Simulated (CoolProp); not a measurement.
Properties of CH2F2 (R32) along the isobar 101 kPa.

Model: reference Helmholtz-energy equation of state, Tillner-Roth 1997, in CoolProp.

```csv
T (K),phase,cp (kJ/(kg K)),cv (kJ/(kg K)),speed of sound (m/s),isothermal compressibility (1/MPa),expansivity (1/kK)
224.6,gas,0.8590,0.6494,209.1,10.33,5.312
242,gas,0.8230,0.6328,217.9,10.20,4.640
259.3,gas,0.8192,0.6384,225.7,10.12,4.190
276.6,gas,0.8276,0.6526,232.9,10.07,3.847
294,gas,0.8431,0.6717,239.7,10.03,3.569
311.3,gas,0.8629,0.6940,246.1,10.01,3.338
328.7,gas,0.8857,0.7186,252.3,9.988,3.138
346,gas,0.9103,0.7445,258.2,9.973,2.966
363.3,gas,0.9362,0.7713,263.9,9.961,2.813
380.7,gas,0.9629,0.7987,269.4,9.952,2.676
398,gas,0.9898,0.8262,274.8,9.944,2.553
```
